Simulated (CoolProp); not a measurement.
A simple Rankine cycle with R245ca: condensing at 301.15 K, boiler at 1.75 MPa, turbine inlet 417.9 K, turbine efficiency 0.85, pump efficiency 0.7, no recuperator. Each further row changes one setting.

Computed with CoolProp (reference Helmholtz-energy equation of state, Zhou 2016).

```tsv
case	thermal efficiency (%)	net work (kJ/kg)	heat in (kJ/kg)	turbine exit temperature (K)	volume ratio over the turbine
as stated	15.9	?	299	?	16.8
turbine inlet 437.9 K	15.8	51.4	325	373.2	16.1
condensing temperature 293.15 K	17.1	52.9	310	345.4	22.8
boiler pressure 1.22 MPa	14.3	43.9	?	363.8	10.9
turbine efficiency 0.75	14.0	41.7	299	357.0	17.1
```

What belongs in the gaps?


- as stated, net work (kJ/kg): 47.5
- as stated, turbine exit temperature (K): 351.4
- boiler pressure 1.22 MPa, heat in (kJ/kg): 308
